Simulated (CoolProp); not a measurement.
C3F8 (R218) at 298.02 K and 2.9 MPa flows at 0.36 m/s in a round tube of 20 mm bore and 1.5 µm roughness, fully developed (64/Re and Nu = 3.66 if laminar; Colebrook and Gnielinski if turbulent). Each further row changes one setting.

Values from CoolProp's reference Helmholtz-energy equation of state, Lemmon 2006. It is a short technical equation, of lower accuracy than the large ones.

| case | Reynolds number | Darcy friction factor | pressure drop (Pa/m) | heat-transfer coefficient (W/(m² K)) | mass flow (kg/h) |
|---|---|---|---|---|---|
| as stated | 53200 | 0.0209 | … | … | … |
| velocity 0.72 m/s | 106000 | … | … | … | 1100 |
| diameter 40 mm | 106000 | 0.0180 | 39.5 | 611 | … |

Question: Some entries are withheld; supply them.

Answer: 
- as stated, pressure drop (Pa/m): 91.7
- as stated, heat-transfer coefficient (W/(m² K)): 677
- as stated, mass flow (kg/h): 552
- velocity 0.72 m/s, Darcy friction factor: 0.0182
- velocity 0.72 m/s, pressure drop (Pa/m): 319
- velocity 0.72 m/s, heat-transfer coefficient (W/(m² K)): 1230
- diameter 40 mm, mass flow (kg/h): 2210

Viscosity comes from a separate model (Huber 2003), an estimate that may be off by 10 % or more. Thermal conductivity comes from a separate model (Huber 2003), an estimate that may be off by 10 % or more.
